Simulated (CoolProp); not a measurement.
Vapour-liquid equilibrium of R22 (1) + R114 (2) at 301.9 K; x and y are mole fractions of (1).

Model: multi-fluid Helmholtz-energy mixture model, Kamei 1995 and Platzer 1990; pair parameters Bell 2016, in CoolProp. This equation is an older, rougher fit; its heat capacities, sound speeds and derivatives of the liquid may be far off and weren't checked against measurements.

**Question.** Give the bubble pressure and the first vapour's composition at x = 0.05, 0.2, 0.35. Is there an azeotrope?

**Answer.** x = 0.05: 0.3160 MPa, y = 0.254; x = 0.2: 0.4928 MPa, y = 0.563; x = 0.35: 0.6294 MPa, y = 0.695. No azeotrope shows between x = 0.05 and 0.95.

The pair parameters rest on a limited set of measurements; away from them the model extrapolates.
